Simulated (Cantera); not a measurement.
A closed system holds: 1 mol V2O3, 8.6 mol H2, 76 mol N2, held at 1852 °C and 12.0 Pa.

Cantera equilibrium calculation (NASA polynomials, part measured and part estimated; ideal gas, pure solids and liquids). Candidate condensed phases: H2O, V, VN, VO, V2O3, V2O4, V2O5; 28 gas species. Equilibrium is a limit: real reactors are often held back by kinetics, nucleation or transport.

Base state: N2 0.843, H 0.0783, H2 0.0558, VO2 0.0114, VO 0.00984, V 0.000907, H2O 0.000408, OH 7.10e-5 (mole fractions); condensed: gas only.

Problem. What changes in the equilibrium state with this change: temperature from 1852 °C to 800 °C?

Solution. 
```tsv
species	before	after
N2	0.843	0.898
H2	0.0558	0.102
H2O	0.000408	4.06e-5
H	0.0783	4.09e-7
VO2	0.0114	<1e-9
VO	0.00984	<1e-9
V	0.000907	<1e-9
OH	7.10e-5	<1e-9
O	7.06e-5	<1e-9
VN(s), mol	0	0.00229
V2O3(s), mol	0	0.999
```
Mutual solubility and eutectic melting of coexisting phases are not modelled. VN: taken at fixed stoichiometry. Condensed phases not in the tables: the oxides between V2O3 and V2O5 other than VO2, V2N.

Problem. What changes in the equilibrium state with this change: temperature from 1852 °C to 1927 °C?

Solution. 
```tsv
species	before	after
N2	0.843	0.831
H	0.0783	0.105
H2	0.0558	0.0414
VO2	0.0114	0.0112
O	7.06e-5	0.000228
NO	1.12e-5	2.61e-5
OH	7.10e-5	0.000129
```

Problem. What changes in the equilibrium state with this change: pressure from 12.0 Pa to 190000 Pa?

Solution. 
```tsv
species	before	after
N2	0.843	0.898
H2	0.0558	0.0963
H2O	0.000408	0.00489
H	0.0783	0.000818
VO2	0.0114	4.61e-5
V	0.000907	7.57e-8
O	7.06e-5	3.10e-8
VO	0.00984	5.70e-6
NO	1.12e-5	6.37e-7
OH	7.10e-5	5.14e-6
VO(l), mol	0	0.831
V2O3(s), mol	0	0.582
```
Mutual solubility and eutectic melting of coexisting phases are not modelled. VO: taken at fixed stoichiometry. Condensed phases not in the tables: the oxides between V2O3 and V2O5 other than VO2.
